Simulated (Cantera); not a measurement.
Equilibrium for tantalum, niobium, vanadium and zirconium in process gases: Zr + N2O

A closed system holds: 1 mol Zr, 2.4 mol N2O, held at 800 K and 338 Torr.

Cantera equilibrium calculation (NASA polynomials, part measured and part estimated; ideal gas, pure solids and liquids). Candidate condensed phases: Zr, ZrN, ZrO2; 13 gas species. Equilibrium is a limit: real reactors are often held back by kinetics, nucleation or transport.

```
Quantity                             Result
--------------------------------  ---------
x(N2)                                 0.923
x(O2)                                0.0769
x(NO)                               1.31e-6
n(ZrO2(monoclinic))                1.00 mol
gas amount                        2.600 mol
log10 activity of Zr(α) (absent)     -60.22
```
